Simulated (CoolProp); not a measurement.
1-butene at several states: Z from the reference equation and from simpler models built on Tc = 419.3 K, pc = 4006 kPa, ω = 0.192; each cubic takes its own stable root.

Computed with CoolProp (reference Helmholtz-energy equation of state, Lemmon 2005). It is a short technical equation, of lower accuracy than the large ones.

| T (K) | p (kPa) | phase | reference |
|---|---|---|---|
| 168.3 | 13700 | liquid | 0.7436 |
| 232.7 | 71.3 | liquid | 0.003116 |
| 333.4 | 3990 | liquid | 0.1469 |
| 222.7 | 151 | liquid | 0.006785 |

Question: How far does each simpler model (van der Waals, Redlich-Kwong, Soave-Redlich-Kwong, Peng-Robinson) lie from the reference over these 4 states: mean and median of the absolute difference, and the worst?

Answer: 
- van der Waals: mean 11336.7 %, median 6982.4 %, worst +31324.9 % at 232.7 K and 71.3 kPa
- Redlich-Kwong: mean 10.4 %, median 10.0 %, worst +12.2 % at 333.4 K and 3990 kPa
- Soave-Redlich-Kwong: mean 8.7 %, median 8.5 %, worst +9.8 % at 168.3 K and 13700 kPa
- Peng-Robinson: mean 3.5 %, median 3.9 %, worst -4.3 % at 232.7 K and 71.3 kPa

At some of these states van der Waals gives the other phase, because its saturation line lies elsewhere.
